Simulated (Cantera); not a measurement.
Charge: 1 mol Ti(OiPr)4, 0.48 mol C3H8, at 0.300 Torr.

Cantera equilibrium calculation (NASA polynomials, part measured and part estimated; ideal gas, pure solids and liquids). Candidate condensed phases: C, C6H6, C7H8, C8H18, H2O, Ti, TiC, TiO, TiO2, Ti2O3, Ti3O5, Ti4O7; 113 gas species. The feed counts by its element totals alone. TiC: taken at fixed stoichiometry. The numbers say what is thermodynamically allowed, not how fast it happens.

Over these rows the condensed part is C(graphite) + TiC(s). Partial pressures as log10 of bar:

```json
[
 {"T (K)": "1198", "1000/T (1/K)": "0.8347", "log p C2H2 (acetylene)": "-10.50", "log p H2": "-3.50", "log p CO": "-4.10"},
 {"T (K)": "1273", "1000/T (1/K)": "0.7855", "log p C2H2 (acetylene)": "-9.93", "log p H2": "-3.50", "log p CO": "-4.10"},
 {"T (K)": "1348", "1000/T (1/K)": "0.7418", "log p C2H2 (acetylene)": "-9.42", "log p H2": "-3.50", "log p CO": "-4.10"},
 {"T (K)": "1423", "1000/T (1/K)": "0.7027", "log p C2H2 (acetylene)": "?", "log p H2": "-3.50", "log p CO": "-4.10"},
 {"T (K)": "1498", "1000/T (1/K)": "0.6676", "log p C2H2 (acetylene)": "-8.55", "log p H2": "-3.50", "log p CO": "-4.10"},
 {"T (K)": "1573", "1000/T (1/K)": "0.6357", "log p C2H2 (acetylene)": "-8.18", "log p H2": "-3.50", "log p CO": "-4.10"}
]
```

Fit log p(C2H2 (acetylene)) = a + b·(1000/T) to the five rows, give the apparent enthalpy, and predict the row at 1423 K.

Means: 1000/T = 0.7331, log p = -9.316. Sxy = -0.314192, Sxx = 0.0269210, so b = -11.67 and a = -9.316 − (-11.67)×0.7331 = -0.76.
Apparent enthalpy: −19.145 × (-11.67) = 223 kJ/mol. With the condensed phases at unit activity, 2 C(graphite) + H2(g) = C2H2 (acetylene)(g) links this pressure to the main gases: over the six rows their terms move log p by +0.00 in all, so the slope is close to that reaction's ΔH°. The five rows lie within 0.01 of the line.
Prediction at 1423 K: -0.76 + (-11.67)×0.7027 = -8.96. The computed value is -8.96, 0.00 from the line.
